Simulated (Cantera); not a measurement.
Thermodynamics of metals in furnace atmospheres, feed Fe + CO2 + N2

Charge: 1 mol Fe, 0.32 mol CO2, 1.2 mol N2, equilibrated at 10.0 mbar.

Cantera equilibrium calculation (NASA polynomials, part measured and part estimated; ideal gas, pure solids and liquids). Candidate condensed phases: C, Fe, Fe(CO)5, FeO, Fe2O3, Fe3O4; 27 gas species. Each liquid is taken as pure. Mutual solubility and eutectic melting of coexisting phases are not modelled. The tables' stoichiometric FeO is somewhat more stable than real wüstite, so its field is too wide. FeO: taken at fixed stoichiometry. Equilibrium is a limit: real reactors are often held back by kinetics, nucleation or transport.

```
T (°C)   x N2   x CO   x CO2      x Fe  n Fe(α)  n FeO(s)  n Fe(γ)  n Fe(δ)  n FeO(l)  n Fe(l)
------  -----  -----  ------  --------  -------  --------  -------  -------  --------  -------
800     0.789  0.171  0.0394  4.15e-11    0.740     0.260        0        0         0        0
900     0.789  0.174  0.0361   1.96e-9    0.735     0.265        0        0         0        0
1000    0.789  0.177  0.0336   4.98e-8        0     0.269    0.731        0         0        0
1100    0.789  0.179  0.0315   7.80e-7        0     0.272    0.728        0         0        0
1200    0.789  0.181  0.0297   8.36e-6        0     0.275    0.725        0         0        0
1300    0.789  0.182  0.0282   6.57e-5        0     0.277    0.723        0         0        0
1400    0.789  0.184  0.0263  0.000401        0         0        0    0.719     0.280        0
1500    0.788  0.187  0.0231   0.00198        0         0        0    0.712     0.285        0
1600    0.783  0.188  0.0210   0.00791        0         0        0        0     0.288    0.700
```
x: gas mole fraction; n: condensed amount in mol.

From 800 °C to 900 °C the condensed part is Fe(α) + FeO(s). From 1000 °C to 1300 °C the condensed part is Fe(γ) + FeO(s). From 1400 °C to 1500 °C the condensed part is Fe(δ) + FeO(l). At 1600 °C the condensed part is Fe(l) + FeO(l).
